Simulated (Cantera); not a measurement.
**Adiabatic ignition**

An adiabatic, constant-volume homogeneous reactor starts with 13.9 % CH3OH, 17.4 % O2, 65.5 % N2, 3.20 % CO2, equivalence ratio 1.2, at 1250 K and 0.570 bar.

Computed with Cantera and GRI-Mech 3.0 (53 species, 325 reactions). GRI-Mech 3.0 was tuned for natural gas; its chemistry of methanol as a main component is partial and can be far from experiment.

```json
[
 {"t (s)": "2.00e-6", "T (K)": "1250", "P (bar)": "0.570", "x CH3OH": "0.139", "x O2": "0.174", "x CO2": "0.0320", "x HCN": "<1e-12", "x H2O": "3.42e-8", "x CH4": "3.48e-10", "x C2H": "<1e-12"},
 {"t (s)": "4.69e-6", "T (K)": "1250", "P (bar)": "0.570", "x CH3OH": "0.139", "x O2": "0.174", "x CO2": "0.0320", "x HCN": "<1e-12", "x H2O": "8.37e-8", "x CH4": "1.86e-9", "x C2H": "<1e-12"},
 {"t (s)": "1.10e-5", "T (K)": "1250", "P (bar)": "0.570", "x CH3OH": "0.139", "x O2": "0.174", "x CO2": "0.0320", "x HCN": "<1e-12", "x H2O": "2.00e-7", "x CH4": "9.72e-9", "x C2H": "<1e-12"},
 {"t (s)": "2.57e-5", "T (K)": "1250", "P (bar)": "0.570", "x CH3OH": "0.139", "x O2": "0.174", "x CO2": "0.0320", "x HCN": "<1e-12", "x H2O": "4.74e-7", "x CH4": "4.75e-8", "x C2H": "<1e-12"},
 {"t (s)": "6.02e-5", "T (K)": "1250", "P (bar)": "0.570", "x CH3OH": "0.139", "x O2": "0.174", "x CO2": "0.0320", "x HCN": "<1e-12", "x H2O": "1.12e-6", "x CH4": "2.04e-7", "x C2H": "<1e-12"},
 {"t (s)": "0.000141", "T (K)": "1250", "P (bar)": "0.570", "x CH3OH": "0.139", "x O2": "0.174", "x CO2": "0.0320", "x HCN": "<1e-12", "x H2O": "2.65e-6", "x CH4": "7.08e-7", "x C2H": "<1e-12"},
 {"t (s)": "0.000331", "T (K)": "1250", "P (bar)": "0.570", "x CH3OH": "0.139", "x O2": "0.174", "x CO2": "0.0320", "x HCN": "<1e-12", "x H2O": "6.36e-6", "x CH4": "1.97e-6", "x C2H": "<1e-12"},
 {"t (s)": "0.000775", "T (K)": "1250", "P (bar)": "0.570", "x CH3OH": "0.139", "x O2": "0.174", "x CO2": "0.0320", "x HCN": "<1e-12", "x H2O": "1.70e-5", "x CH4": "4.77e-6", "x C2H": "<1e-12"},
 {"t (s)": "0.00181", "T (K)": "1250", "P (bar)": "0.570", "x CH3OH": "0.139", "x O2": "0.174", "x CO2": "0.0320", "x HCN": "<1e-12", "x H2O": "6.97e-5", "x CH4": "1.06e-5", "x C2H": "<1e-12"},
 {"t (s)": "0.00425", "T (K)": "1252", "P (bar)": "0.571", "x CH3OH": "0.138", "x O2": "0.173", "x CO2": "0.0320", "x HCN": "<1e-12", "x H2O": "0.000711", "x CH4": "2.17e-5", "x C2H": "<1e-12"},
 {"t (s)": "0.00996", "T (K)": "2748", "P (bar)": "1.43", "x CH3OH": "<1e-12", "x O2": "0.0120", "x CO2": "0.0775", "x HCN": "3.47e-9", "x H2O": "0.202", "x CH4": "<1e-12", "x C2H": "<1e-12"},
 {"t (s)": "0.0233", "T (K)": "2747", "P (bar)": "1.43", "x CH3OH": "<1e-12", "x O2": "0.0118", "x CO2": "0.0775", "x HCN": "3.68e-9", "x H2O": "0.202", "x CH4": "<1e-12", "x C2H": "<1e-12"},
 {"t (s)": "0.0547", "T (K)": "2747", "P (bar)": "1.43", "x CH3OH": "<1e-12", "x O2": "0.0118", "x CO2": "0.0775", "x HCN": "3.68e-9", "x H2O": "0.202", "x CH4": "<1e-12", "x C2H": "<1e-12"},
 {"t (s)": "0.128", "T (K)": "2747", "P (bar)": "1.43", "x CH3OH": "<1e-12", "x O2": "0.0118", "x CO2": "0.0775", "x HCN": "3.68e-9", "x H2O": "0.202", "x CH4": "<1e-12", "x C2H": "<1e-12"},
 {"t (s)": "0.300", "T (K)": "2747", "P (bar)": "1.43", "x CH3OH": "<1e-12", "x O2": "0.0118", "x CO2": "0.0775", "x HCN": "3.68e-9", "x H2O": "0.202", "x CH4": "<1e-12", "x C2H": "<1e-12"}
]
```
x: mole fraction; the columns are a selection and need not sum to one.

```
Quantity                                                          Result
---------------------------------  -------------------------------------
time of steepest temperature rise                                6.72 ms
temperature at 0.300 s                                            2747 K
equilibrium temperature                                           2747 K
x(CH3OH) at 0.300 s                <1e-12 (gas-phase equilibrium <1e-12)
x(O2) at 0.300 s                   0.0118 (gas-phase equilibrium 0.0118)
x(CO2) at 0.300 s                  0.0775 (gas-phase equilibrium 0.0775)
```
